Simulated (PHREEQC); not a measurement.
**Polishing slurry liquid (model solution)**

Make-up at 20 °C: 0.052 mol/kgw KOH, 0.17 mol/kgw KNO3 and 0.0057 mol/kgw CO2. Closed to the air; pH follows from the charge balance.

Equilibrium calculation in PHREEQC: ion-association model, phreeqc.dat.

This is a speciation only: nothing precipitates in the calculation.

**Question.** Estimate the pH, activity of water.

**Answer.** pH 12.62; activity of water 0.993.
